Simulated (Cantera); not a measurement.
Feed: 1 mol SiH₄, 0.5 mol O₂, equilibrated at 100 Torr.

These are equilibrium values from Cantera (NASA tables, ideal gas, pure condensed phases), not measurements of a reactor. Candidate condensed phases: H₂O, Si, SiO₂; 18 gas species. Each liquid is taken as pure. Mutual solubility and eutectic melting of coexisting phases are not modelled. The tables hold silica as quartz up to 1696 K and as liquid above; real silica turns to tridymite and cristobalite and melts near 1996 K. Gases not in the tables: Si₂H₆ and higher silanes. Kinetics and transport are ignored.

### Question
What share of the Si ends up in condensed phases as a function of T (°C), at 227, 427, 627, 827, 1027, 1227, 1427, 1627, 1827?

### Answer
```csv
T (°C),Si condensed (%),as
227,100.0,Si(s) + SiO₂(α-quartz)
427,100.0,Si(s) + SiO₂(α-quartz)
627,100.0,Si(s) + SiO₂(β-quartz)
827,100.0,Si(s) + SiO₂(β-quartz)
1027,100.0,Si(s) + SiO₂(β-quartz)
1227,99.2,Si(s) + SiO₂(β-quartz)
1427,79.2,Si(l) + SiO₂(condensed)
1627,0.0,-
1827,0.0,-
```
